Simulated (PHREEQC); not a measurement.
Solution (15 °C): 0.023 mol HF, 0.0086 mol KF, 8.1e-07 mol H4SiO4 and 0.0087 mol H3PO4 per kg of water. Closed to the air; pH follows from the charge balance.

All values are PHREEQC results (ion-association model, phreeqc.dat), not measurements.

Precipitation was switched off in this run.

Task: Order these F species by the share of F that they hold, largest first: HF, HF2-, F-.

Result: HF (78 %), F- (19 %), HF2- (3.3 %)

The pH is 2.44 and the ionic strength 0.0126 mol/kgw. SiF6-2 is the database's only silicon fluoride.
